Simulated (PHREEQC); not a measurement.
Solution (25 °C): 0.0067 mol/kgw CdSO4, 5.6e-05 mol/kgw H3BO3 and 0.13 mol/kgw NiCl2. Closed to the air; pH follows from the charge balance.

Equilibrium calculation in PHREEQC: ion-association model, wateq4f.dat.

Each row changes one thing in this solution. No solid was allowed to form.

```csv
case,pH,ionic strength (mol/kgw),Cl- (mol/kgw),Ni+2 (mol/kgw),NiCl+ (mol/kgw),NiCl2 (mol/kgw),SI of Ni(OH)2 (Ni(OH)2)
as made,5.65,0.339,0.225,0.105,0.0156,0.00577,-1.02
H3BO3 left out,5.66,0.339,0.225,0.105,0.0156,0.00577,-1.02
NiCl2 from 0.13 to 0.065 mol/kgw,[?],0.183,0.116,0.0557,0.00494,0.00108,-1.08
CdSO4 left out,5.67,0.339,0.231,0.107,0.0164,0.00625,-0.97
0.18 mol/kgw Cd(NO3)2 added,[?],0.622,0.0994,0.119,0.00759,0.00111,-1.70
```

### Question
Complete the blanks.

### Answer

- NiCl2 from 0.13 to 0.065 mol/kgw, pH: 5.74
- 0.18 mol/kgw Cd(NO3)2 added, pH: 5.28

Species that the database lacks are ignored.
